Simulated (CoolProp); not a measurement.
Aqueous potassium carbonate as a coolant, 3 % by mass, freezing at -0.9 °C, 1 atm.

Computed with CoolProp (Melinder's fits for secondary coolants).

| T (°C) | viscosity (mPa s) | conductivity (W/(m K)) | Prandtl number | cp (kJ/(kg K)) |
|---|---|---|---|---|
| 1.3 | 1.80 | [?] | 12.8 | 3.999 |
| 7.5 | 1.49 | 0.574 | [?] | 3.999 |
| 13.7 | 1.25 | 0.585 | [?] | 4.000 |
| 19.9 | 1.07 | 0.596 | 7.18 | [?] |
| 26 | 0.929 | [?] | 6.14 | 4.009 |
| 32.2 | [?] | 0.616 | 5.30 | 4.015 |

Fill in the missing entries.


- 1.3, conductivity (W/(m K)): 0.563
- 7.5, Prandtl number: 10.3
- 13.7, Prandtl number: 8.54
- 19.9, cp (kJ/(kg K)): 4.004
- 26, conductivity (W/(m K)): 0.606
- 32.2, viscosity (mPa s): 0.814
